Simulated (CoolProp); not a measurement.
Vapour-liquid equilibrium of R22 (1) + n-hexane (2) at 0.187 MPa; x and y are mole fractions of (1).

Model: multi-fluid Helmholtz-energy mixture model, Kamei 1995 and Thol 2019; pair parameters Bell 2016, in CoolProp.

| x | bubble temperature, mixture model (K) | bubble temperature, Raoult's law (K) | y, mixture model | y, Raoult's law |
|---|---|---|---|---|
| 0.05 | … | 331.8 | 0.669 | 0.630 |
| 0.2 | … | 291.7 | 0.958 | 0.935 |
| 0.35 | 265.2 | 274.6 | 0.984 | 0.977 |
| 0.5 | 258.3 | 264.4 | 0.991 | 0.990 |
| 0.65 | 254.3 | 257.2 | … | 0.995 |
| 0.8 | 251.0 | 251.9 | … | 0.998 |
| 0.95 | 247.6 | 247.6 | … | 1.000 |

Q: Fill in the missing entries.

A: 
- 0.05, bubble temperature, mixture model (K): 327.0
- 0.2, bubble temperature, mixture model (K): 280.1
- 0.65, y, mixture model: 0.994
- 0.8, y, mixture model: 0.996
- 0.95, y, mixture model: 0.999

The largest gap from Raoult's law is -11.6 K in bubble temperature, at x = 0.2. No azeotrope shows between x = 0.05 and 0.95.

Pair parameters are fitted to limited data, so mixtures are less certain than the pure fluids.
